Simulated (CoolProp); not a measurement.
Aqueous ethylene glycol as a coolant, 58 % by mass, freezing at -47.9 °C, 1 atm.

Computed with CoolProp (Melinder's fits for secondary coolants).

```
T (°C)  conductivity (W/(m K))  Prandtl number  density (kg/m³)  viscosity (mPa s)
------  ----------------------  --------------  ---------------  -----------------
-13.4                    0.346      (withheld)             1091         (withheld)
-6.8                     0.349      (withheld)             1088               14.3
-0.2                     0.353            88.1             1085               10.3
6.4                      0.356      (withheld)             1082               7.68
12.9                     0.359            51.1       (withheld)               5.92
19.5                     0.363            40.5             1075               4.67
26.1                     0.366            32.8             1071               3.78
32.7                (withheld)            27.2             1067               3.13
39.3                     0.373            23.0       (withheld)               2.63
```

**Question.** What belongs in the gaps?

**Answer.** 
- -13.4, Prandtl number: 174
- -13.4, viscosity (mPa s): 20.6
- -6.8, Prandtl number: 122
- 6.4, Prandtl number: 65.9
- 12.9, density (kg/m³): 1079
- 32.7, conductivity (W/(m K)): 0.369
- 39.3, density (kg/m³): 1063
